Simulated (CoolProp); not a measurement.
The fluid at 293.15 K and 0.183 MPa is throttled through a valve to 0.0927 MPa with no heat exchange. The same conditions are run with several fluids, on thermodynamics alone (safety and materials aside).

The numbers come from the reference Helmholtz-energy equation of state of each fluid (R152A: Outcalt 1996; methane: Setzmann 1991; ethane: Bücker 2006; chloromethane (R40): Thol 2014; R143a: Lemmon and Jacobsen 2000) in CoolProp.

| fluid | temperature change (K) | final density (kg/m³) |
|---|---|---|
| R152A | -2.8 | 2.59 |
| methane | -0.4 | 0.612 |
| ethane | -1.0 | 1.16 |
| chloromethane (R40) | -3.6 | 1.98 |
| R143a | -1.8 | 3.27 |
